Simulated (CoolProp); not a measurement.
Properties of sulfur hexafluoride along the isobar 0.101 MPa (Tc = 45.6 °C, pc = 3.755 MPa, ω = 0.210).

Values from CoolProp's reference Helmholtz-energy equation of state, Guder 2009.

```tsv
T (°C)	phase	cv (kJ/(kg K))	Prandtl number	fugacity coefficient
-20.85	gas	0.5289	0.806	0.9809
-16.25	gas	0.5375	0.803	0.9819
-11.65	gas	0.5460	0.800	0.9829
-7.05	gas	0.5544	0.797	0.9839
-2.45	gas	0.5626	0.795	0.9847
2.05	gas	0.5706	0.793	0.9855
6.65	gas	0.5785	0.791	0.9863
11.25	gas	0.5864	0.789	0.9870
15.85	gas	0.5941	0.787	0.9876
20.45	gas	0.6017	0.785	0.9882
25.05	gas	0.6092	0.784	0.9888
29.65	gas	0.6165	0.782	0.9894
34.15	gas	0.6235	0.781	0.9899
38.75	gas	0.6305	0.780	0.9903
43.35	gas	0.6374	0.778	0.9908
47.95	gas	0.6442	0.777	0.9912
```

Viscosity comes from a separate model (Quiñones-Cisneros 2012). Thermal conductivity comes from a separate model (Assael 2012).
